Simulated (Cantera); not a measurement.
An adiabatic, constant-pressure homogeneous reactor starts with 6.75 % CH₄, 3.85 % CO, 8.57 % O₂, 78.3 % N₂, 2.56 % H₂O, at 1600 K and 9.87 atm.

Model: GRI-Mech 3.0 (53 species, 325 reactions), integrated in Cantera.

Task: Predict: time of steepest temperature rise; temperature at 0.200 s; equilibrium temperature; x(CO) at 0.200 s; x(O₂) at 0.200 s; x(NO) at 0.200 s; x(H₂O) at 0.200 s; x(CH₂O) at 0.200 s.

Result: 
```
Item                                                                 Value
---------------------------------  ---------------------------------------
time of steepest temperature rise                                 0.253 ms
temperature at 0.200 s                                              2311 K
equilibrium temperature                                             2311 K
x(CO) at 0.200 s                     0.0762 (gas-phase equilibrium 0.0762)
x(O₂) at 0.200 s                   1.64e-6 (gas-phase equilibrium 1.64e-6)
x(NO) at 0.200 s                   4.37e-5 (gas-phase equilibrium 4.37e-5)
x(H₂O) at 0.200 s                    0.0985 (gas-phase equilibrium 0.0985)
x(CH₂O) at 0.200 s                 1.65e-8 (gas-phase equilibrium 1.65e-8)
```
